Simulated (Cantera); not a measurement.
Charge: 1 mol Zr, 0.18 mol O2, 72 mol H2, held at 1725 °C and 1.70 Pa.

These are equilibrium values from Cantera (NASA tables, ideal gas, pure condensed phases), not measurements of a reactor. Candidate condensed phases: H2O, Zr, ZrO2; 12 gas species. Mutual solubility and eutectic melting of coexisting phases are not modelled. Condensed phases not in the tables: N, O or C dissolved in the metal. The numbers say what is thermodynamically allowed, not how fast it happens.

Base state: H2 0.677, H 0.320, ZrO 0.00294, Zr 0.000139 (mole fractions); condensed: Zr(β) + ZrO2(tetragonal).

**Question.** What changes in the equilibrium state with this change: O2 from 0.18 to 6.1 mol?

**Answer.** 
```json
[
 {"species": "H2", "before": "0.677", "after": "0.583"},
 {"species": "H", "before": "0.320", "after": "0.297"},
 {"species": "H2O", "before": "7.11e-7", "after": "0.112"},
 {"species": "ZrO", "before": "0.00294", "after": "1.61e-8"},
 {"species": "O", "before": "1.16e-8", "after": "0.00211"},
 {"species": "O2", "before": "<1e-9", "after": "0.000175"},
 {"species": "OH", "before": "3.34e-8", "after": "0.00567"},
 {"species": "Zr", "before": "0.000139", "after": "<1e-9"},
 {"species": "Zr(β), mol", "before": "0.682", "after": "0"},
 {"species": "ZrO2(tetragonal), mol", "before": "0.0535", "after": "1.000"}
]
```
